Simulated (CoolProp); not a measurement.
Saturation properties of R236FA.

Model: reference Helmholtz-energy equation of state, Pan 2012, in CoolProp.

```csv
T (K),p (MPa),liquid density (kg/m³),liquid cp (kJ/(kg K)),vapour Z,surface tension (mN/m),liquid conductivity (mW/(m K))
191.7,0.0005877,1675,1.181,0.9991,23.7,109
206.3,0.002195,1636,1.167,0.9974,21.6,103
221,0.006663,1595,1.162,0.9938,19.6,97.6
235.6,0.01695,1554,1.163,0.9873,17.6,92.6
250.2,0.03774,1511,1.171,0.9771,15.6,87.7
264.8,0.07547,1467,1.185,0.9623,13.7,83.1
279.5,0.1389,1421,1.204,0.9419,11.9,78.6
294.1,0.2370,1374,1.230,0.9156,10.1,74.3
308.7,0.3815,1323,1.262,0.8824,8.34,70.1
323.4,0.5868,1268,1.304,0.8412,6.66,65.9
338,0.8643,1207,1.361,0.7913,5.08,61.8
```

It boils at 271.7 K under 1 atm.

Thermal conductivity comes from a separate model (Huber 2003), an estimate that may be off by 10 % or more. Surface tension comes from a separate correlation (Mulero 2012).
